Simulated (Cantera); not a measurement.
An isothermal, constant-pressure homogeneous reactor starts with 2.07 % CO, 1.89 % O2, 1.79 % H2O, 94.3 % N2, at 1475 K and 100.0 Torr.

Detailed kinetics in Cantera: GRI-Mech 3.0 (53 species, 325 reactions).

One state of this run: x CO = 0.00491; x O2 = 0.0112; x H2O = 0.0137; x CO2 = 0.0159; x O = 0.00268. x: mole fraction; the columns are a selection and need not sum to one.

Problem. Which value of t (s) does it belong to?
(A) 0.00340
(B) 0.0406
(C) 0.0118
(D) 1.68

Solution. C, 0.0118
